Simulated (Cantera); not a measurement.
Cantera run:

```python
import numpy as np
import cantera as ct

gas_names = [...]  # 87 gases of nasa_gas.yaml made of C, H, Si
cond_names = """
    C(gr) C6H6(L) C7H8(L) C8H18(L),n-octa Si(cr) Si(L) SiC(b)
""".split()


# ... load() reads the species with a 1 bar reference pressure and builds the phases ...
atoms = {
    'SiH4': {'Si': 1, 'H': 4},
    'C3H8': {'C': 3, 'H': 8},
    'H2': {'H': 2},
}
top_T = {'C(gr)': 4500, 'SiC(b)': 3050}  # K; cautious upper limits of use, not melting points


# ... equilibrate(T, P, feed) seeds the gas with the atoms and calls Mixture.equilibrate('TP', solver="vcs", rtol=1e-11, max_steps=5000) ...
results = []
feed = {'SiH4': 1, 'C3H8': 0.25, 'H2': 1.9}  # mol
T = 1325  # K
P = 10000  # Pa
mix = equilibrate(T, P, feed)
results.append((T, P, feed, dict(zip(mix.species_names, mix.species_moles))))
x = sorted(zip(gas.X, gas.species_names), reverse=True)
print(f"T = {T:g} K  P = {P:g} Pa  gas = {mix.phase_moles(0):.4g} mol")
print("   x: " + "  ".join(f"{s} {v:.3e}" for v, s in x if v > 1e-06))
print("   condensed (mol): " + ("  ".join(f"{mix.phase(i).name} {mix.phase_moles(i):.4g}"
      for i in range(1, mix.n_phases) if mix.phase_moles(i) > 1e-12) or "none"))
```

Output:

```
T = 1325 K  P = 10000 Pa  gas = 4.9 mol
   x: H2 1.000e+00  H 5.171e-06  CH4 2.257e-06
   condensed (mol): Si(cr) 0.25  SiC(b) 0.75
```

Method: chemical equilibrium by Gibbs-energy minimisation in Cantera with the NASA 1993 tables (ideal gas, pure condensed phases). Mutual solubility and eutectic melting of coexisting phases are not modelled.
